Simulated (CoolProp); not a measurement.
Normal hydrogen at 277.01 K and 0.108 MPa is throttled through a valve to 0.00271 MPa with no heat exchange. Each further row changes one setting.

Computed with CoolProp (reference Helmholtz-energy equation of state, Leachman 2009).

```csv
case,final density (kg/m³)
as stated,(withheld)
outlet pressure 0.000813 MPa,(withheld)
outlet pressure 0.00352 MPa,(withheld)
```

Question: What belongs in the gaps?

Answer: 
- as stated, final density (kg/m³): 0.00237
- outlet pressure 0.000813 MPa, final density (kg/m³): 0.000712
- outlet pressure 0.00352 MPa, final density (kg/m³): 0.00308
